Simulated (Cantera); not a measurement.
An isothermal, constant-pressure homogeneous reactor starts with 60.8 % N2O, 2.07 % H2, 37.1 % N2, at 1250 K and 1.00 atm.

Model: GRI-Mech 3.0 (53 species, 325 reactions), integrated in Cantera. GRI-Mech 3.0 was tuned for natural gas; its chemistry of N2O as a main component is partial and can be far from experiment. The mechanism lacks the step 2 NO + O2 → 2 NO2, which can matter for NO2 below about 1400 K. The temperature is held fixed by assumption; the heat of reaction is taken as removed at once.

Problem. Predict: x(N2O) at 80.0 s; x(H2) at 80.0 s; x(N2) at 80.0 s; x(O) at 80.0 s; x(O2) at 80.0 s; x(H2O) at 80.0 s.

Solution. 
```json
{
  "x(N2O) at 80.0 s": "3.39e-7 (gas-phase equilibrium 1.94e-8)",
  "x(H2) at 80.0 s": "1.21e-9 (gas-phase equilibrium 1.16e-9)",
  "x(N2) at 80.0 s": "0.739 (gas-phase equilibrium 0.757)",
  "x(O) at 80.0 s": "3.16e-8 (gas-phase equilibrium 3.30e-8)",
  "x(O2) at 80.0 s": "0.208 (gas-phase equilibrium 0.227)",
  "x(H2O) at 80.0 s": "0.0160 (gas-phase equilibrium 0.0160)"
}
```
